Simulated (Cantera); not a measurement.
A freely propagating, adiabatic, planar premixed flame of 45.7 % H2, 11.4 % O2, 42.9 % N2, unburnt at 575 K and 5.00 bar; mixture-averaged transport, grid criteria slope 0.08 and curve 0.16, no radiation.

Detailed kinetics in Cantera: the H2/O2 subset of GRI-Mech 3.0, which has no nitrogen chemistry. The hydrogen kinetics of GRI-Mech 3.0 are dated; newer H2 mechanisms differ, most at raised pressure. Burning velocities carry a grid error of a few per cent, more on coarse grids.

x: mole fraction of selected species; z is measured from the peak of heat release.

```json
[
 {"z (mm)": "-0.168", "T (K)": "575", "u (m/s)": "8.52", "x H2": "0.457", "x O2": "0.114", "x H2O": "<1e-8", "x OH": "<1e-8", "x O": "<1e-8", "x HO2": "<1e-8"},
 {"z (mm)": "-0.112", "T (K)": "575", "u (m/s)": "8.52", "x H2": "0.457", "x O2": "0.114", "x H2O": "<1e-8", "x OH": "<1e-8", "x O": "<1e-8", "x HO2": "<1e-8"},
 {"z (mm)": "-0.0839", "T (K)": "575", "u (m/s)": "8.52", "x H2": "0.457", "x O2": "0.114", "x H2O": "1.29e-7", "x OH": "<1e-8", "x O": "<1e-8", "x HO2": "5.07e-8"},
 {"z (mm)": "-0.0559", "T (K)": "576", "u (m/s)": "8.52", "x H2": "0.456", "x O2": "0.114", "x H2O": "3.29e-6", "x OH": "<1e-8", "x O": "2.34e-8", "x HO2": "1.71e-6"},
 {"z (mm)": "-0.0280", "T (K)": "630", "u (m/s)": "9.20", "x H2": "0.447", "x O2": "0.115", "x H2O": "0.00214", "x OH": "8.86e-5", "x O": "1.51e-5", "x HO2": "0.000619"},
 {"z (mm)": "-0.0140", "T (K)": "[?]", "u (m/s)": "13.1", "x H2": "[?]", "x O2": "0.106", "x H2O": "[?]", "x OH": "[?]", "x O": "[?]", "x HO2": "0.000619"},
 {"z (mm)": "0", "T (K)": "[?]", "u (m/s)": "18.4", "x H2": "[?]", "x O2": "[?]", "x H2O": "[?]", "x OH": "[?]", "x O": "[?]", "x HO2": "[?]"},
 {"z (mm)": "0.0140", "T (K)": "1630", "u (m/s)": "22.2", "x H2": "0.267", "x O2": "0.0328", "x H2O": "0.180", "x OH": "0.00384", "x O": "0.00254", "x HO2": "0.000116"},
 {"z (mm)": "0.0280", "T (K)": "1778", "u (m/s)": "24.2", "x H2": "0.236", "x O2": "0.0112", "x H2O": "0.222", "x OH": "0.00452", "x O": "0.00173", "x HO2": "3.81e-5"},
 {"z (mm)": "0.0559", "T (K)": "1907", "u (m/s)": "25.7", "x H2": "0.228", "x O2": "0.00149", "x H2O": "0.243", "x OH": "0.00470", "x O": "0.000891", "x HO2": "4.98e-6"},
 {"z (mm)": "0.112", "T (K)": "2016", "u (m/s)": "27.0", "x H2": "0.234", "x O2": "0.000282", "x H2O": "0.247", "x OH": "0.00426", "x O": "0.000524", "x HO2": "1.12e-6"},
 {"z (mm)": "0.224", "T (K)": "2110", "u (m/s)": "28.1", "x H2": "0.241", "x O2": "0.000126", "x H2O": "0.251", "x OH": "0.00336", "x O": "0.000267", "x HO2": "5.53e-7"},
 {"z (mm)": "0.447", "T (K)": "2183", "u (m/s)": "28.9", "x H2": "0.247", "x O2": "5.30e-5", "x H2O": "0.253", "x OH": "0.00235", "x O": "0.000113", "x HO2": "2.46e-7"}
]
```

Task: Fill in the missing entries.

Result: 
- -0.0140, T (K): 925
- -0.0140, x H2: 0.408
- -0.0140, x H2O: 0.0293
- -0.0140, x OH: 0.000950
- -0.0140, x O: 0.000317
- 0, T (K): 1339
- 0, x H2: 0.335
- 0, x O2: 0.0744
- 0, x H2O: 0.100
- 0, x OH: 0.00213
- 0, x O: 0.00186
- 0, x HO2: 0.000284
